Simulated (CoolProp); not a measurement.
Vapour-liquid equilibrium of benzene (1) + toluene (2) at 5.98 bar; x and y are mole fractions of (1).

The numbers come from the multi-fluid Helmholtz-energy mixture model, Thol 2012 and Lemmon 2006; pair parameters Bell 2016 in CoolProp.

Task: Give the bubble temperature and the first vapour's composition at x = 0.05, 0.2, 0.35. Is there an azeotrope?

Result: x = 0.05: 185.3 °C, y = 0.084; x = 0.2: 178.7 °C, y = 0.308; x = 0.35: 172.6 °C, y = 0.494. No azeotrope shows between x = 0.05 and 0.95.

Pair parameters are fitted to limited data, so mixtures are less certain than the pure fluids.
